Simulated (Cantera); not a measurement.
Feed: 1 mol Al, 38 mol NH₃, 480 mol H₂, equilibrated at 4300 Pa.

Equilibrium computed with Cantera from the NASA thermochemical tables; the gas is ideal and each condensed phase is pure. Candidate condensed phases: Al, AlN; 13 gas species. Rates play no part.

x: gas mole fraction; n: condensed amount in mol.

| T (°C) | x H₂ | x N₂ | x H | x Al | x AlH | n AlN(s) |
|---|---|---|---|---|---|---|
| 777 | 0.967 | 0.0333 | 3.85e-8 | <1e-12 | <1e-12 | 1.00 |
| 877 | 0.967 | 0.0333 | 3.54e-7 | <1e-12 | <1e-12 | 1.00 |
| 977 | 0.967 | 0.0333 | … | … | 1.07e-12 | 1.00 |
| 1077 | 0.967 | 0.0333 | 1.13e-5 | 1.29e-10 | 6.09e-11 | 1.00 |
| 1177 | 0.967 | 0.0333 | 4.48e-5 | 6.52e-9 | 1.96e-9 | 1.000 |
| 1277 | 0.967 | 0.0333 | 0.000149 | 1.97e-7 | 4.02e-8 | 1.000 |
| 1377 | 0.966 | 0.0333 | … | … | … | 0.998 |
| 1477 | 0.966 | 0.0333 | 0.00110 | 5.51e-5 | 5.88e-6 | 0.966 |
| 1577 | 0.963 | 0.0335 | 0.00255 | 0.000577 | 4.69e-5 | 0.652 |
| 1677 | 0.959 | 0.0340 | 0.00541 | 0.00168 | 0.000107 | 0 |
| 1777 | 0.954 | 0.0339 | 0.0107 | 0.00170 | 8.64e-5 | 0 |
| 1877 | 0.945 | 0.0338 | 0.0198 | 0.00171 | 7.08e-5 | 0 |

What belongs in the gaps?


- 977, x H: 2.29e-6
- 977, x Al: 1.36e-12
- 1377, x H: 0.000431
- 1377, x Al: 3.92e-6
- 1377, x AlH: 5.67e-7
